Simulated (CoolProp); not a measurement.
A Linde-Hampson liquefier for nitrogen: isothermal reversible compression at 300 K from 1 atm to 40 MPa, throttling to 1 atm, return gas leaving the recuperator 5 K below the feed. Each further row changes one setting.

Model: reference Helmholtz-energy equation of state, Span 2000, in CoolProp.

```
case                        liquid yield per pass  compression work (kJ/kg of gas)
--------------------------  ---------------------  -------------------------------
as stated                              (withheld)                              542
high pressure 80 MPa                   (withheld)                       (withheld)
warm-end temperature 330 K                  0.056                       (withheld)
warm-end gap 10 K                      (withheld)                              542
```

**Question.** Complete the blanks.

**Answer.** 
- as stated, liquid yield per pass: 0.081
- high pressure 80 MPa, liquid yield per pass: 0.043
- high pressure 80 MPa, compression work (kJ/kg of gas): 632
- warm-end temperature 330 K, compression work (kJ/kg of gas): 599
- warm-end gap 10 K, liquid yield per pass: 0.070
